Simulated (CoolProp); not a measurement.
Vapour-liquid equilibrium of R134a (1) + methanol (2) at 237.6 K; x and y are mole fractions of (1).

Model: multi-fluid Helmholtz-energy mixture model, Tillner-Roth 1994 and de Reuck 1993; pair parameters Bell 2016, in CoolProp.

| x | bubble pressure (bar) | y at the bubble point | dew pressure at overall composition x (bar) | liquid density (mol/L) |
|---|---|---|---|---|
| 0.05 | 0.1541 | 0.981 | 0.003122 | 25.42 |
| 0.15 | 0.3136 | 0.991 | 0.003488 | 23.73 |
| 0.25 | 0.3816 | 0.993 | 0.003951 | 22.19 |
| 0.35 | 0.4145 | 0.994 | 0.004557 | 20.77 |
| 0.45 | 0.4364 | 0.994 | ? | 19.46 |
| 0.55 | 0.4579 | 0.995 | 0.006579 | ? |
| 0.65 | ? | 0.995 | 0.008456 | 17.13 |
| 0.75 | 0.5173 | 0.996 | 0.01183 | 16.09 |
| 0.85 | 0.5596 | 0.997 | 0.01969 | 15.12 |
| 0.95 | 0.6125 | 0.999 | 0.05871 | 14.21 |

Task: Complete the blanks.

Result: 
- 0.45, dew pressure at overall composition x (bar): 0.005385
- 0.55, liquid density (mol/L): 18.25
- 0.65, bubble pressure (bar): 0.4840

No azeotrope shows between x = 0.05 and 0.95.

The pair parameters rest on a limited set of measurements; away from them the model extrapolates. With so large a gap from Raoult's law the liquid may split in two, which this calculation doesn't test in full.
